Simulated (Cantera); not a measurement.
## Ignition delay

Mixture: H₂ : O₂ : N₂ = 1 : 0.781 : 3.75 (molar parts), at 518 Torr, adiabatic and at constant pressure. Ignition delay is the time to a rise of 400 K.

Detailed kinetics in Cantera: GRI-Mech 3.0 (53 species, 325 reactions). Below about 950 K walls govern HO2 and H2O2 in real vessels. Where the delays flatten at high temperature, the 400 K rule measures the pace of heat release, not the induction time.

| T0 (K) | delay (ms) |
|---|---|
| 923 | 8.47 |
| 998 | 0.378 |
| 1073 | 0.181 |
| 1148 | 0.113 |
| 1223 | 0.0810 |
| 1298 | 0.0643 |
| 1373 | 0.0556 |
